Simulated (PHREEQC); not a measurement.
A solution holds 0.2 mol/kgw CuSO4 and 0.0026 mol/kgw KCl, at 25 °C. Closed to the air; pH follows from the charge balance.

Equilibrium calculation in PHREEQC: ion-association model, phreeqc.dat.

Problem. The ionic strength comes out as 0.384 mol/kgw. What activity coefficients do HSO4-, KSO4-, CuCl+, Cl-, H+ get?

Solution. HSO4- 0.73, KSO4- 0.71, CuCl+ 0.67, Cl- 0.67, H+ 0.77.

No solid was allowed to form.
